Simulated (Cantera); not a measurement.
A Cantera script and what it prints.

```python
import numpy as np
import cantera as ct

gas_names = """
    B BH BH2 BH3 BN B2 H H2 N NH NH2 NH3 N2 N2H2 N2H4
""".split()
cond_names = """
    B(b) B(L) BN(s)
""".split()


# ... load() reads the species with a 1 bar reference pressure and builds the phases ...
atoms = {
    'borazine': {'B': 3, 'N': 3, 'H': 6},
    'NH3': {'N': 1, 'H': 3},
}
top_T = {'BN(s)': 3200}  # K; cautious upper limits of use, not melting points


# ... equilibrate(T, P, feed) seeds the gas with the atoms and calls Mixture.equilibrate('TP', solver="vcs", rtol=1e-11, max_steps=5000) ...
results = []
feed = {'borazine': 1, 'NH3': 0.26}  # mol
T = 1523  # K
P = 30000  # Pa
mix = equilibrate(T, P, feed)
results.append((T, P, feed, dict(zip(mix.species_names, mix.species_moles))))
print(gas.report(threshold=1e-06))
for i in range(1, mix.n_phases):
    print(f"{mix.phase(i).name:16s} {mix.phase_moles(i):12.5e} mol")
```

Result:

```
       temperature   1523 K
          pressure   30000 Pa
           density   0.0070507 kg/m^3
  mean mol. weight   2.9761 kg/kmol
   phase of matter   gas

                          1 kg             1 kmol
                     ---------------   ---------------
          enthalpy        1.2488e+07        3.7165e+07  J
   internal energy        8.2328e+06        2.4502e+07  J
           entropy             64864        1.9304e+05  J/K
    Gibbs function         -8.63e+07       -2.5684e+08  J
 heat capacity c_p             10933             32539  J/K
 heat capacity c_v            8139.6             24224  J/K

                      mass frac. Y      mole frac. X     chem. pot. / RT
                     ---------------   ---------------   ---------------
                 H        1.4025e-05        4.1409e-05           -9.9444
                H2           0.65235           0.96303           -19.889
               NH3        1.8035e-05        3.1516e-06           -45.114
                N2           0.34762           0.03693           -30.562
     [  +11 minor]        6.6831e-08        1.5151e-08

B(b)              0.00000e+00 mol
BN(s)             3.00000e+00 mol
```

Method: chemical equilibrium by Gibbs-energy minimisation in Cantera with the NASA 1993 tables (ideal gas, pure condensed phases). The feed counts by its element totals alone.
